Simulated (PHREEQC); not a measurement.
## Leach liquor: speciation

Solution (50 °C): 0.0017 mol HCl, 4e-05 mol CuSO4 and 0.0068 mol MgSO4 per kg of water. Closed to the air; pH follows from the charge balance.

The numbers come from PHREEQC with the ion-association model, phreeqc.dat.

This is a speciation only: nothing precipitates in the calculation.

**Question.** Estimate the pH, specific conductance, ionic strength.

**Answer.** pH 2.97; specific conductance 2320 µS/cm; ionic strength 0.0182 mol/kgw.

**Question.** In which forms is Cu present?

**Answer.** Cu+2 75 %, CuSO4 24 %, CuCl+ 0.6 % of the Cu.

Constants without temperature data keep their 25 °C values here.
